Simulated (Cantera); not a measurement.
Cantera run:

```python
import numpy as np
import cantera as ct

gas_names = """
    OH
""".split()
cond_names = """
    Fe(a) Fe(c) Fe(d) Fe(L) Fe(OH)3(s)
""".split()


# ... load() reads the species with a 1 bar reference pressure and builds the phases ...
species = {s.name: s for s in load("nasa_gas.yaml", gas_names) + load("nasa_condensed.yaml", cond_names)}
# Each term lists the table entries of one substance; the one whose range holds T is used.
reactions = {
    'Fe + 3 OH(g) = Fe(OH)3':
        [(-1, ['Fe(a)', 'Fe(c)', 'Fe(d)', 'Fe(L)']), (-3, ['OH']), (1, ['Fe(OH)3(s)'])],
}


def pick(names, T):
    return next(species[n] for n in names if species[n].thermo.min_temp <= T <= species[n].thermo.max_temp)


results = []
for label, terms in reactions.items():
    print(label)
    print("     T/K   dH/kJ  dS/(J/K)   dG/kJ   log10 K")
    for T in [300, 1050, 1100, 1150, 1200, 1250, 1300]:
        used = [(nu, pick(names, T)) for nu, names in terms]
        dH = sum(nu * s.thermo.h(T) for nu, s in used) / 1e6
        dS = sum(nu * s.thermo.s(T) for nu, s in used) / 1e3
        dG = dH - T * dS / 1e3
        logK = -dG * 1e6 / (ct.gas_constant * T * np.log(10))
        results.append((label, T, dH, dS, dG, logK, [s.name for _, s in used]))
        print(f"{T:8g} {dH:8.1f} {dS:8.1f} {dG:8.1f} {logK:8.2f}")
```

It prints:

```
Fe + 3 OH(g) = Fe(OH)3
     T/K   dH/kJ  dS/(J/K)   dG/kJ   log10 K
     300   -950.7   -474.0   -808.5   140.77
    1050   -938.6   -458.2   -457.5    22.76
    1100   -937.9   -457.6   -434.6    20.64
    1150   -936.1   -456.0   -411.7    18.70
    1200   -935.0   -455.1   -389.0    16.93
    1250   -932.9   -453.3   -366.2    15.30
    1300   -930.8   -451.7   -343.6    13.81
```

Source: NASA polynomial tables (part measured, part estimated), evaluated in Cantera. Condensed species are held in their standard states even where they would react or evaporate.
